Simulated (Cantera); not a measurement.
Input: 1 mol CO, 1.2 mol O2, 94 mol H2, equilibrated at 96.0 bar.

These are equilibrium values from Cantera (NASA tables, ideal gas, pure condensed phases), not measurements of a reactor. Candidate condensed phases: C, C6H6, C7H8, C8H18, H2O; 110 gas species. The ideal-gas law is rough above about 30 bar. Equilibrium is a limit: real reactors are often held back by kinetics, nucleation or transport.

At 1148 K, list the 4 most abundant gas species with their mole fractions, and the condensed phases.

H2 0.953, H2O 0.0365, CH4 0.0107, CO 4.29e-5. Condensed: gas only.
